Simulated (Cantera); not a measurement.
Feed: 1 mol CCl₄, 4.2 mol H₂, at 10000 Pa.

Cantera equilibrium calculation (NASA polynomials, part measured and part estimated; ideal gas, pure solids and liquids). Candidate condensed phases: C, C₆H₆, C₇H₈, C₈H₁₈; 91 gas species. The tables' values for CCl are old estimates; treat these amounts as uncertain. Rates play no part.

x: gas mole fraction; n: condensed amount in mol.

```tsv
T (K)	x HCl	x H	x H₂	x Cl	x CH₄	x C₃	x C₂H₂ (acetylene)	n C(graphite)
698	0.683	<1e-12	0.258	<1e-12	0.0590	<1e-12	<1e-12	0.655
898	0.648	2.04e-10	0.348	3.71e-10	0.00389	<1e-12	1.83e-11	0.976
1098	0.645	4.65e-8	0.354	7.60e-8	0.000458	<1e-12	4.51e-9	0.997
1298	0.645	2.02e-6	0.355	3.10e-6	0.000100	<1e-12	1.98e-7	0.999
1498	0.645	3.24e-5	0.355	4.75e-5	3.27e-5	<1e-12	3.13e-6	1.000
1698	0.645	0.000272	0.355	0.000385	1.39e-5	<1e-12	2.56e-5	1.000
1898	0.642	…	0.354	…	…	…	…	0.998
2098	0.633	…	0.353	…	…	…	…	0.994
2298	0.610	0.0179	0.349	0.0225	2.61e-6	1.61e-7	0.00149	0.981
2498	0.559	0.0458	0.337	0.0536	1.71e-6	4.82e-6	0.00362	0.951
2698	0.474	0.0998	0.313	0.105	1.10e-6	8.57e-5	0.00734	0.888
2898	0.357	0.187	0.269	0.171	6.32e-7	0.00101	0.0123	0.755
3098	0.231	0.300	0.202	0.233	2.88e-7	0.00857	0.0165	0.343
3298	0.130	0.421	0.134	0.272	7.35e-8	0.0183	0.00874	0
```

Fill in the missing entries.


- 1898, x H: 0.00147
- 1898, x Cl: 0.00201
- 1898, x CH₄: 7.10e-6
- 1898, x C₃: 1.96e-11
- 1898, x C₂H₂ (acetylene): 0.000133
- 2098, x H: 0.00578
- 2098, x Cl: 0.00763
- 2098, x CH₄: 4.13e-6
- 2098, x C₃: 2.76e-9
- 2098, x C₂H₂ (acetylene): 0.000504
